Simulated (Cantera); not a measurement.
A perfectly stirred reactor is fed with 7.55 % C₂H₄, 18.9 % O₂, 70.9 % N₂, 2.64 % H₂O, at 0.987 atm; it is adiabatic with a 425 K inlet, and is followed from long to short residence time, starting on the burning branch (τ in s: 0.2, 0.067, 0.023, 0.0078, 0.0026, 0.0009, 0.00031, 0.0001, 3.6e-05, 1.2e-05, 4.1e-06).

Computed with Cantera and GRI-Mech 3.0 (53 species, 325 reactions). GRI-Mech 3.0 was tuned for natural gas; its chemistry of ethylene as a main component is partial and can be far from experiment.

Problem. Predict: blow-out, bracketed by the residence times tried; x(C₂H₄) at τ = 0.200 s; x(O₂) at τ = 0.200 s; x(H₂O) at τ = 0.200 s; x(CH₄) at τ = 0.200 s; x(CH₃) at τ = 0.200 s; x(C₂H₄) at τ = 0.900 ms; x(O₂) at τ = 0.900 ms; x(H₂O) at τ = 0.900 ms; x(CH₄) at τ = 0.900 ms; x(CH₃) at τ = 0.900 ms.

Solution. 
```
Property                                                                      Result
------------------------------------------------  ----------------------------------
blow-out, bracketed by the residence times tried  burning at 36.0 µs, out at 12.0 µs
x(C₂H₄) at τ = 0.200 s                                                       5.10e-7
x(O₂) at τ = 0.200 s                                                         0.00106
x(H₂O) at τ = 0.200 s                                                          0.150
x(CH₄) at τ = 0.200 s                                                        1.57e-7
x(CH₃) at τ = 0.200 s                                                        3.64e-7
x(C₂H₄) at τ = 0.900 ms                                                      4.00e-5
x(O₂) at τ = 0.900 ms                                                        0.00819
x(H₂O) at τ = 0.900 ms                                                         0.136
x(CH₄) at τ = 0.900 ms                                                       1.81e-6
x(CH₃) at τ = 0.900 ms                                                       1.09e-5
```
